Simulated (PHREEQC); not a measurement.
Make-up at 20 °C: 6.8 mmol/kgw HBr and 12 mmol/kgw CaCl2. It is in equilibrium with CO2 at log p = -3.5 (atm). Otherwise closed; pH follows from the charge balance.

All values are PHREEQC results (ion-association model, phreeqc.dat), not measurements.

Each row changes one thing in this solution. No solid was allowed to form.

```csv
case,pH,HCO3- (mol/kgw)
as made,2.23,1.05e-9
temperature from 20 to 15 °C,2.23,1.12e-9
temperature from 20 to 5 °C,2.23,1.25e-9
CaCl2 left out,2.20,8.88e-10
CaCl2 from 0.012 to 0.12 mol/kgw,2.28,1.36e-9
```

Constants without temperature data keep their 25 °C values here.
